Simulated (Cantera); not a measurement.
Input: 1 mol BCl₃, 14 mol NH₃, 25 mol H₂, at 10.0 Torr.

Equilibrium computed with Cantera from the NASA thermochemical tables; the gas is ideal and each condensed phase is pure. Candidate condensed phases: B, BN, NH₄Cl; 21 gas species. Rates play no part. All values below are at 1398 K.

Base state: H₂ 0.824, N₂ 0.120, HCl 0.0556, H 3.72e-5 (mole fractions); condensed: BN(s).

Problem. What changes in the equilibrium state with this change: NH₃ from 14 to 0.27 mol?

Solution. 
```csv
species,before,after
H₂,0.824,0.891
HCl,0.0556,0.108
BCl₃,7.85e-8,0.00120
N₂,0.120,2.20e-8
BCl₂,4.73e-9,3.86e-5
BCl,1.37e-8,5.98e-5
"BN(s), mol",1.000,0.270
"B(s), mol",0,0.695
```
Mutual solubility and eutectic melting of coexisting phases are not modelled. The tables' values for BCl, BCl₂ are old estimates; treat these amounts as uncertain. Gases not in the tables: BHCl₂.
